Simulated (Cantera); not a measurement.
What does this Cantera script print?

```python
import numpy as np
import cantera as ct

gas_names = """
    B BCL BCL2 BCL3 BH BH2 BH3 BO BOCL BO2 B2 B2O B2O2 B2O3 B3O3CL3 B3O3H3 CL CLO CL2 H HBO HBO2 HCL
    HOCL HO2 H2 H2O H2O2 H3B3O6 O OH O2 O3
""".split()
cond_names = """
    B(b) B(L) B2O3(L) B3O3H3(cr) H2O(s) H2O(L)
""".split()


def load(file, names, dense=False):
    # The tables refer to 1 bar. Condensed volumes are neglected.
    table = {s.name: s for s in ct.Species.list_from_file(file)}
    out = []
    for n in names:
        d = dict(table[n].input_data)
        d["thermo"] = dict(d["thermo"], **{"reference-pressure": 1e5})
        if dense:
            d["equation-of-state"] = {"model": "constant-volume", "density": "1e6 g/cm^3"}
        out.append(ct.Species.from_dict(d))
    return out


gas = ct.Solution(thermo="ideal-gas", species=load("nasa_gas.yaml", gas_names))
cond = {s.name: ct.Solution(thermo="fixed-stoichiometry", species=[s], name=s.name)
        for s in load("nasa_condensed.yaml", cond_names, dense=True)}
atoms = {
    'BCl3': {'B': 1, 'CL': 3},
    'O2': {'O': 2},
    'H2': {'H': 2},
}
top_T = {}  # K; cautious upper limits of use, not melting points


def equilibrate(T, P, feed):
    n = {}
    for name, mol in feed.items():
        for a, k in atoms[name].items():
            n[a] = n.get(a, 0.0) + k * mol
    gas.TPX = T, P, n
    mass = sum(n.values()) * gas.mean_molecular_weight
    gas.equilibrate("TP")
    valid = [c for c in cond.values() if c.min_temp <= T <= top_T.get(c.name, c.max_temp)]
    mix = ct.Mixture([(gas, mass / gas.mean_molecular_weight)] + [(c, 0.0) for c in valid])
    mix.T, mix.P = T, P
    mix.equilibrate("TP", solver="vcs", rtol=1e-11, max_steps=5000)
    return mix


results = []
feed = {'BCl3': 1, 'O2': 2.7, 'H2': 19}  # mol
T = 2375  # K
for P in [10, 37, 140, 520, 1900, 7200, 27000, 100000]:
    mix = equilibrate(T, P, feed)
    results.append((T, P, feed, dict(zip(mix.species_names, mix.species_moles))))
    x = sorted(zip(gas.X, gas.species_names), reverse=True)
    print(f"T = {T:g} K  P = {P:g} Pa  gas = {mix.phase_moles(0):.4g} mol")
    print("   x: " + "  ".join(f"{s} {v:.3e}" for v, s in x if v > 1e-06))
    print("   condensed (mol): " + ("  ".join(f"{mix.phase(i).name} {mix.phase_moles(i):.4g}"
          for i in range(1, mix.n_phases) if mix.phase_moles(i) > 1e-12) or "none"))
```

Result:

```
T = 2375 K  P = 10 Pa  gas = 35.15 mol
   x: H 5.967e-01  H2 1.790e-01  CL 6.008e-02  O 4.848e-02  H2O 3.644e-02  HCL 2.522e-02  OH 2.162e-02  BO 1.728e-02  HBO2 5.997e-03  BO2 4.280e-03  O2 4.093e-03  HBO 4.895e-04  B2O3 1.705e-04  BOCL 5.424e-05  B2O2 2.276e-06
   condensed (mol): none
T = 2375 K  P = 37 Pa  gas = 28.8 mol
   x: H 4.135e-01  H2 3.180e-01  H2O 8.933e-02  HCL 5.392e-02  CL 5.011e-02  OH 2.068e-02  O 1.809e-02  HBO2 1.563e-02  BO 1.273e-02  BO2 4.352e-03  O2 2.107e-03  HBO 9.244e-04  B2O3 4.727e-04  BOCL 1.233e-04  B2O2 4.571e-06
   condensed (mol): none
T = 2375 K  P = 140 Pa  gas = 25.02 mol
   x: H2 4.437e-01  H 2.511e-01  H2O 1.281e-01  HCL 8.523e-02  CL 3.448e-02  HBO2 2.498e-02  OH 1.290e-02  BO 8.617e-03  O 4.912e-03  BO2 3.026e-03  HBO 1.437e-03  B2O3 8.418e-04  O2 5.881e-04  BOCL 2.173e-04  B2O2 7.921e-06
   condensed (mol): none
T = 2375 K  P = 520 Pa  gas = 23.08 mol
   x: H2 5.299e-01  H2O 1.474e-01  H 1.424e-01  HCL 1.088e-01  HBO2 3.159e-02  CL 2.089e-02  OH 7.053e-03  BO 5.367e-03  HBO 1.886e-03  BO2 1.817e-03  O 1.275e-03  B2O3 1.169e-03  BOCL 3.046e-04  O2 1.471e-04  B2O2 1.142e-05
   condensed (mol): none
T = 2375 K  P = 1900 Pa  gas = 22.09 mol
   x: H2 5.816e-01  H2O 1.569e-01  HCL 1.236e-01  H 7.803e-02  HBO2 3.572e-02  CL 1.185e-02  OH 3.748e-03  BO 3.126e-03  HBO 2.199e-03  B2O3 1.405e-03  BO2 1.026e-03  BOCL 3.677e-04  O 3.382e-04  O2 3.785e-05  B2O2 1.415e-05
   condensed (mol): none
T = 2375 K  P = 7200 Pa  gas = 21.56 mol
   x: H2 6.115e-01  H2O 1.618e-01  HCL 1.324e-01  H 4.110e-02  HBO2 3.818e-02  CL 6.360e-03  HBO 2.397e-03  OH 1.936e-03  BO 1.707e-03  B2O3 1.557e-03  BO2 5.494e-04  BOCL 4.083e-04  O 8.753e-05  B2O2 1.598e-05  O2 9.605e-06
   condensed (mol): none
T = 2375 K  P = 27000 Pa  gas = 21.29 mol
   x: H2 6.275e-01  H2O 1.642e-01  HCL 1.371e-01  HBO2 3.951e-02  H 2.150e-02  CL 3.359e-03  HBO 2.508e-03  B2O3 1.643e-03  OH 1.002e-03  BO 9.103e-04  BOCL 4.312e-04  BO2 2.899e-04  O 2.309e-05  B2O2 1.705e-05  O2 2.507e-06
   condensed (mol): none
T = 2375 K  P = 100000 Pa  gas = 21.15 mol
   x: H2 6.358e-01  H2O 1.654e-01  HCL 1.396e-01  HBO2 4.022e-02  H 1.125e-02  HBO 2.567e-03  CL 1.765e-03  B2O3 1.690e-03  OH 5.210e-04  BO 4.810e-04  BOCL 4.436e-04  BO2 1.523e-04  B2O2 1.764e-05  O 6.200e-06
   condensed (mol): none
```

These are equilibrium values from Cantera (NASA tables, ideal gas, pure condensed phases), not measurements of a reactor. The tables' values for BOCl are old estimates; treat these amounts as uncertain.
